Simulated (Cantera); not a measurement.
Input (Python, Cantera) and output of one run.

```python
import numpy as np
import cantera as ct

gas_names = """
    CL CL2 H HCL H2 Si SiCL SiCL2 SiCL3 SiCL4 SiH SiHCL3 SiH2 SiH2CL2 SiH3 SiH3CL SiH4 Si2 Si3
""".split()
cond_names = """
    Si(cr) Si(L)
""".split()


# ... load() reads the species with a 1 bar reference pressure and builds the phases ...
atoms = {
    'Si': {'Si': 1},
    'HCl': {'H': 1, 'CL': 1},
    'H2': {'H': 2},
}
top_T = {}  # K; cautious upper limits of use, not melting points


# ... equilibrate(T, P, feed) seeds the gas with the atoms and calls Mixture.equilibrate('TP', solver="vcs", rtol=1e-11, max_steps=5000) ...
results = []
feed = {'Si': 1, 'HCl': 3.3, 'H2': 7.6}  # mol
P = 2300000  # Pa
for T in [950, 1025, 1100, 1175, 1250, 1325, 1400, 1475, 1550, 1625]:
    mix = equilibrate(T, P, feed)
    results.append((T, P, feed, dict(zip(mix.species_names, mix.species_moles))))

top = {s: max(r[3][s] / sum(r[3][g] for g in gas_names) for r in results) for s in gas_names}
cols = sorted((s for s in top if top[s] > 1e-06), key=lambda s: -top[s])[:7]
seen = [c for c in cond_names if any(r[3].get(c, 0) > 1e-12 for r in results)]
print("log10 of partial pressures in bar; condensed amounts in mol")
print(f"{'T/K':>10s}" + "".join(f"{s[:9]:>10s}" for s in cols + seen))
for T, P, feed, n in results:
    ng = sum(n[g] for g in gas_names)
    print(f"{T:10.4g}" + "".join(f"{np.log10(max(n[s] / ng * P / 1e5, 1e-99)):10.3f}" for s in cols)
          + "".join(f"{n.get(c, 0):10.4g}" for c in seen))
```

It prints:

```
log10 of partial pressures in bar; condensed amounts in mol
       T/K        H2       HCL    SiHCL3     SiCL4     SiCL2     SiCL3   SiH2CL2    Si(cr)
       950     1.314    -1.203     0.105    -0.073    -3.615    -2.606    -0.710         0
      1025     1.313    -0.942     0.103    -0.086    -2.948    -2.177    -0.663         0
      1100     1.312    -0.700     0.090    -0.090    -2.403    -1.818    -0.650  0.009551
      1175     1.310    -0.491     0.074    -0.099    -1.933    -1.511    -0.645   0.02324
      1250     1.307    -0.310     0.052    -0.117    -1.527    -1.249    -0.646   0.04034
      1325     1.304    -0.154     0.021    -0.146    -1.174    -1.028    -0.654   0.05957
      1400     1.300    -0.020    -0.020    -0.190    -0.871    -0.844    -0.673    0.0786
      1475     1.295     0.093    -0.076    -0.254    -0.612    -0.699    -0.702   0.09444
      1550     1.289     0.186    -0.151    -0.344    -0.394    -0.592    -0.746    0.1042
      1625     1.283     0.261    -0.248    -0.463    -0.217    -0.523    -0.805    0.1064
```

Method: chemical equilibrium by Gibbs-energy minimisation in Cantera with the NASA 1993 tables (ideal gas, pure condensed phases). The tables' values for SiCl3 are old estimates; treat these amounts as uncertain. Gases not in the tables: Si2H6 and higher silanes.
